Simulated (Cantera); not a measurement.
A perfectly stirred reactor is fed with CH₄ : C₂H₆ : C₃H₈ : O₂ : N₂ = 1 : 0.48 : 0.033 : 5.49 : 41.7 (molar parts), at 44000 Pa; it is adiabatic with a 650 K inlet, and is followed from long to short residence time, starting on the burning branch (τ in s: 0.049, 0.021, 0.0093, 0.0041, 0.0018, 0.00077, 0.00034, 0.00015, 6.4e-05, 2.8e-05, 1.2e-05).

Computed with Cantera and GRI-Mech 3.0 (53 species, 325 reactions).

**Question.** Predict: blow-out, bracketed by the residence times tried; x(CH₄) at τ = 49.0 ms; x(C₂H₆) at τ = 49.0 ms; x(C₃H₈) at τ = 49.0 ms; x(NO) at τ = 49.0 ms; x(OH) at τ = 49.0 ms; x(CH₄) at τ = 0.770 ms; x(C₂H₆) at τ = 0.770 ms; x(C₃H₈) at τ = 0.770 ms.

**Answer.** 
```
Quantity                                                                        Value
------------------------------------------------  -----------------------------------
blow-out, bracketed by the residence times tried  burning at 1.80 ms, out at 0.770 ms
x(CH₄) at τ = 49.0 ms                                                         1.70e-5
x(C₂H₆) at τ = 49.0 ms                                                        2.07e-6
x(C₃H₈) at τ = 49.0 ms                                                        1.41e-7
x(NO) at τ = 49.0 ms                                                          4.97e-6
x(OH) at τ = 49.0 ms                                                          0.00111
x(CH₄) at τ = 0.770 ms                                                         0.0205
x(C₂H₆) at τ = 0.770 ms                                                       0.00986
x(C₃H₈) at τ = 0.770 ms                                                      0.000678
```
